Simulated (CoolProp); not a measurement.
Sulfur dioxide at several states: Z from the reference equation and from simpler models built on Tc = 430.6 K, pc = 7.887 MPa, ω = 0.256; each cubic takes its own stable root.

Computed with CoolProp (reference Helmholtz-energy equation of state, Gao 2016).

```csv
T (K),p (MPa),phase,reference
523.5,0.19,gas,0.9959
362.9,0.0131,gas,0.9990
330.4,0.735,gas,0.9102
369.8,19.1,liquid,0.3294
```

**Question.** How far does each simpler model (van der Waals, Soave-Redlich-Kwong, Peng-Robinson) lie from the reference over these 4 states: mean and median of the absolute difference, and the worst?

**Answer.** 
- van der Waals: mean 14.8 %, median 2.0 %, worst +55.2 % at 369.8 K and 19.1 MPa
- Soave-Redlich-Kwong: mean 3.3 %, median 0.7 %, worst +12.0 % at 369.8 K and 19.1 MPa
- Peng-Robinson: mean 0.4 %, median 0.3 %, worst +0.9 % at 330.4 K and 0.735 MPa
